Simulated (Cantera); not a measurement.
A Cantera script and its output.

```python
import numpy as np
import cantera as ct

gas = ct.Solution("gri30.yaml")
gas.TPX = 950, 100000, {'CH3OH': 1, 'O2': 1, 'N2': 6}
reactor = ct.IdealGasConstPressureReactor(gas, energy="on", clone=False)
net = ct.ReactorNet([reactor])
net.rtol, net.atol = 1e-08, 1e-16
show = ['CH3OH', 'O2', 'OH', 'C2H2', 'CO', 'N2O', 'HCN']
times = np.geomspace(5e-06, 2, 16)

steps = ct.SolutionArray(gas, extra=["t"])
rows = []
print(f"{'t/s':>10s}{'T/K':>9s}{'P/Pa':>11s}" + "".join(f"{s:>11s}" for s in show))
for t in times:
    while net.time < t:
        t_next = net.step()
        steps.append(gas.state, t=t_next)
    rows.append([np.interp(t, steps.t, y) for y in (steps.T, steps.P, *steps(*show).X.T)])
    print(f"{t:10.3e}{rows[-1][0]:9.1f}{rows[-1][1]:11.4g}" + "".join(f"{x:11.3e}" for x in rows[-1][2:]))
rate = np.gradient(steps.T, steps.t)
print("integrator steps:", len(steps.t))
if steps.T.max() > steps.T[0] + 200:
    print(f"time of steepest temperature rise: {steps.t[rate.argmax()]:.4e} s")
gas.TPX = 950, 100000, {'CH3OH': 1, 'O2': 1, 'N2': 6}
gas.equilibrate("HP")
print(f"equilibrium (HP): T = {gas.T:.1f} K  " + "  ".join(f"{s} {gas[s].X[0]:.3e}" for s in show))
```

Output:

```
       t/s      T/K       P/Pa      CH3OH         O2         OH       C2H2         CO        N2O        HCN
 5.000e-06    950.0      1e+05  1.250e-01  1.250e-01  5.519e-14  4.701e-26  7.091e-13  6.524e-21  1.143e-28
 1.182e-05    950.0      1e+05  1.250e-01  1.250e-01  5.529e-14  1.132e-25  1.685e-12  1.723e-20  2.947e-28
 2.792e-05    950.0      1e+05  1.250e-01  1.250e-01  5.535e-14  2.696e-25  3.990e-12  4.963e-20  7.296e-28
 6.598e-05    950.0      1e+05  1.250e-01  1.250e-01  5.546e-14  6.391e-25  9.438e-12  1.680e-19  1.766e-27
 1.559e-04    950.0      1e+05  1.250e-01  1.250e-01  5.559e-14  1.512e-24  2.231e-11  6.965e-19  4.243e-27
 3.684e-04    950.0      1e+05  1.250e-01  1.250e-01  5.568e-14  3.576e-24  5.274e-11  3.471e-18  1.016e-26
 8.706e-04    950.0      1e+05  1.250e-01  1.250e-01  5.569e-14  8.452e-24  1.247e-10  1.890e-17  2.418e-26
 2.057e-03    950.0      1e+05  1.250e-01  1.250e-01  5.570e-14  1.997e-23  2.947e-10  1.053e-16  5.733e-26
 4.861e-03    950.0      1e+05  1.250e-01  1.250e-01  5.571e-14  4.721e-23  6.973e-10  5.905e-16  1.357e-25
 1.149e-02    950.0      1e+05  1.250e-01  1.250e-01  5.578e-14  1.116e-22  1.652e-09  3.299e-15  3.214e-25
 2.714e-02    950.0      1e+05  1.250e-01  1.250e-01  5.635e-14  2.639e-22  3.931e-09  1.835e-14  7.624e-25
 6.414e-02    950.0      1e+05  1.250e-01  1.250e-01  6.165e-14  6.244e-22  9.441e-09  1.021e-13  1.822e-24
 1.516e-01    950.0      1e+05  1.250e-01  1.250e-01  1.017e-13  1.481e-21  2.331e-08  5.578e-13  4.503e-24
 3.582e-01    950.0      1e+05  1.250e-01  1.250e-01  3.403e-13  3.529e-21  6.466e-08  2.979e-12  1.291e-23
 8.464e-01    950.0      1e+05  1.250e-01  1.250e-01  2.371e-12  8.555e-21  3.661e-07  1.690e-11  6.337e-23
 2.000e+00   2128.3      1e+05  5.150e-15  7.199e-06  3.741e-04  1.094e-16  6.389e-02  2.687e-09  3.443e-09
integrator steps: 2712
time of steepest temperature rise: 1.8854e+00 s
equilibrium (HP): T = 2128.0 K  CH3OH 5.250e-15  O2 7.172e-06  OH 3.733e-04  C2H2 1.225e-16  CO 6.390e-02  N2O 2.950e-09  HCN 6.581e-09
```

Computed with Cantera and GRI-Mech 3.0 (53 species, 325 reactions). GRI-Mech 3.0 was tuned for natural gas; its chemistry of methanol as a main component is partial and can be far from experiment. Below about 1000 K GRI-Mech 3.0 lacks low-temperature oxidation paths.
